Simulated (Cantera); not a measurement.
Input: 1 mol Ca(OH)2, 0.64 mol H2, 0.15 mol H2O, equilibrated at 13.3 mbar.

Cantera equilibrium calculation (NASA polynomials, part measured and part estimated; ideal gas, pure solids and liquids). Candidate condensed phases: Ca, CaO, Ca(OH)2, H2O; 14 gas species. Kinetics and transport are ignored.

**Question.** Which condensed phases are stable at each of these points (T (K)): 573, 623, 673, 723, 773, 823, 873?

**Answer.** 
```
T (K)     condensed phases  Ca condensed (%)
-----  -------------------  ----------------
573    CaO(s) + Ca(OH)2(s)             100.0
623                 CaO(s)             100.0
673                 CaO(s)             100.0
723                 CaO(s)             100.0
773                 CaO(s)             100.0
823                 CaO(s)             100.0
873                 CaO(s)             100.0
```

At 573 K the condensed part is CaO(s) + Ca(OH)2(s). From 623 K to 873 K the condensed part is CaO(s).
